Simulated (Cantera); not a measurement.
Mixture: 39.3 % H2, 16.4 % O2, 44.4 % N2, equivalence ratio 1.2, at 5.00 bar, adiabatic and at constant pressure. Ignition delay is the time to a rise of 400 K.

Cantera simulation using the H2/O2 subset of GRI-Mech 3.0, which has no nitrogen chemistry; the numbers are that mechanism's predictions, not measurements. The hydrogen kinetics of GRI-Mech 3.0 are dated; newer H2 mechanisms differ, most at raised pressure. Where the delays flatten at high temperature, the 400 K rule measures the pace of heat release, not the induction time.

**Question.** Predict: delay at 1150 K; delay at 1300 K; delay at 1450 K; delay at 1600 K; delay at 1750 K.

**Answer.** 
```json
{
 "delay at 1150 K": "44.7 µs",
 "delay at 1300 K": "5.74 µs",
 "delay at 1450 K": "2.81 µs",
 "delay at 1600 K": "1.77 µs",
 "delay at 1750 K": "1.29 µs"
}
```
